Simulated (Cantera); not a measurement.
## Ignition delay

Mixture: 5.45 % CH₄, 19.8 % O₂, 74.7 % N₂, equivalence ratio 0.55, at 2.40 bar, adiabatic and at constant pressure. Ignition delay is the time to a rise of 400 K.

Computed with Cantera and GRI-Mech 3.0 (53 species, 325 reactions).

```
T0 (K)  delay (ms)
------  ----------
1275          5.75
1325          3.12
1375          1.75
1425          1.02
1475         0.611
1525         0.381
1575         0.246
1625         0.164
1675         0.113
```

apparent activation energy between 1575 and 1675 K: 170 kJ/mol
